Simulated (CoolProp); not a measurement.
R124 at 293.15 K and 0.242 MPa is compressed adiabatically to 0.557 MPa with isentropic efficiency 0.75. Each further row changes one setting.

The numbers come from the reference Helmholtz-energy equation of state, de Vries 1995 in CoolProp.

```csv
case,work (kJ/kg),final temperature (K),final density (kg/m³)
as stated,18.7,323.5,…
efficiency 1,…,…,32.9
efficiency 0.65,21.6,326.9,31.5
```

Task: Complete the blanks.

Result: 
- as stated, final density (kg/m³): 32.1
- efficiency 1, work (kJ/kg): 14.0
- efficiency 1, final temperature (K): 318.0
